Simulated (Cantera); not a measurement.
A Cantera script and its output.

```python
import numpy as np
import cantera as ct

gas = ct.Solution("gri30.yaml")


def delay(T, t_max=10):
    gas.TPX = T, 2200000, {'CH4': 1, 'H2': 0.06, 'O2': 2.57, 'N2': 9.66}
    reactor = ct.IdealGasReactor(gas, clone=False)
    net = ct.ReactorNet([reactor])
    net.rtol, net.atol = 1e-8, 1e-16
    while net.time < t_max:
        t_old, T_old = net.time, reactor.T
        net.step()
        if reactor.T > T + 400:  # ignition: a rise of 400 K
            return t_old + (T + 400 - T_old) / (reactor.T - T_old) * (net.time - t_old)
    return np.nan


taus = []
for T in [925, 1000, 1075, 1150, 1225, 1300, 1375, 1450, 1525, 1600]:
    taus.append(delay(T))
    print(f"T0 = {T:6g} K   tau = {taus[-1]:.4e} s")
```

It prints:

```
T0 =    925 K   tau = 6.4414e-02 s
T0 =   1000 K   tau = 1.3393e-02 s
T0 =   1075 K   tau = 3.8923e-03 s
T0 =   1150 K   tau = 1.4680e-03 s
T0 =   1225 K   tau = 6.5790e-04 s
T0 =   1300 K   tau = 3.2336e-04 s
T0 =   1375 K   tau = 1.6648e-04 s
T0 =   1450 K   tau = 8.8312e-05 s
T0 =   1525 K   tau = 4.8121e-05 s
T0 =   1600 K   tau = 2.6969e-05 s
```

Computed with Cantera and GRI-Mech 3.0 (53 species, 325 reactions). The pressure lies above the range GRI-Mech 3.0 was tuned for (to about 10 atm). Below about 1000 K GRI-Mech 3.0 lacks low-temperature oxidation paths. Below about 950 K walls govern HO2 and H2O2 in real vessels.
